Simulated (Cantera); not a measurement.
Feed: 1 mol TEOS, 0.26 mol O3, at 21.0 Pa.

Equilibrium computed with Cantera from the NASA thermochemical tables; the gas is ideal and each condensed phase is pure. Candidate condensed phases: C, C6H6, C7H8, C8H18, H2O, Si, SiC, SiO2; 123 gas species. The feed counts by its element totals alone. Mutual solubility and eutectic melting of coexisting phases are not modelled. The tables hold silica as quartz up to 1696 K and as liquid above; real silica turns to tridymite and cristobalite and melts near 1996 K. Rates play no part.

x: gas mole fraction; n: condensed amount in mol.

| T (K) | x H2 | x CO | x H | x SiO | n C(graphite) | n SiO2(β-quartz) | n SiC(s) |
|---|---|---|---|---|---|---|---|
| 1000 | 0.782 | 0.218 | 1.39e-7 | … | 5.22 | 1.00 | 0 |
| 1100 | 0.782 | 0.218 | 1.58e-6 | … | 5.22 | 1.000 | 0 |
| 1200 | 0.741 | 0.259 | 1.17e-5 | … | 4.14 | 0.638 | 0.360 |
| 1300 | 0.677 | 0.323 | 6.28e-5 | … | 2.23 | 0 | 0.996 |
| 1400 | 0.676 | 0.323 | 0.000276 | … | 2.23 | 0 | 0.994 |
| 1500 | 0.676 | 0.323 | 0.000999 | … | 2.24 | 0 | 0.991 |
| 1600 | 0.674 | 0.322 | 0.00308 | … | 2.25 | 0 | 0.986 |

Question: Fill in the missing entries.

Answer: 
- 1000, x SiO: 1.34e-10
- 1100, x SiO: 2.44e-7
- 1200, x SiO: 0.000105
- 1300, x SiO: 0.000240
- 1400, x SiO: 0.000404
- 1500, x SiO: 0.000632
- 1600, x SiO: 0.000934
